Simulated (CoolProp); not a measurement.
Carbonyl sulfide at several states: Z from the reference equation and from simpler models built on Tc = 378.8 K, pc = 6.369 MPa, ω = 0.098; each cubic takes its own stable root.

Model: reference Helmholtz-energy equation of state, Lemmon 2006, in CoolProp. It is a short technical equation, of lower accuracy than the large ones.

```json
[
 {"T (K)": "315.7", "p (MPa)": "28.2", "phase": "liquid", "reference": "[?]", "Soave-Redlich-Kwong": "[?]", "Peng-Robinson": "[?]"},
 {"T (K)": "311.3", "p (MPa)": "12.8", "phase": "liquid", "reference": "[?]", "Soave-Redlich-Kwong": "[?]", "Peng-Robinson": "0.2814"},
 {"T (K)": "472.6", "p (MPa)": "0.507", "phase": "gas", "reference": "0.9867", "Soave-Redlich-Kwong": "0.9867", "Peng-Robinson": "0.9843"},
 {"T (K)": "443.6", "p (MPa)": "0.268", "phase": "gas", "reference": "0.9914", "Soave-Redlich-Kwong": "0.9913", "Peng-Robinson": "0.9899"}
]
```

Question: Complete the blanks.

Answer: 
- 315.7, reference: 0.6244
- 315.7, Soave-Redlich-Kwong: 0.6540
- 315.7, Peng-Robinson: 0.5830
- 311.3, reference: 0.2977
- 311.3, Soave-Redlich-Kwong: 0.3171
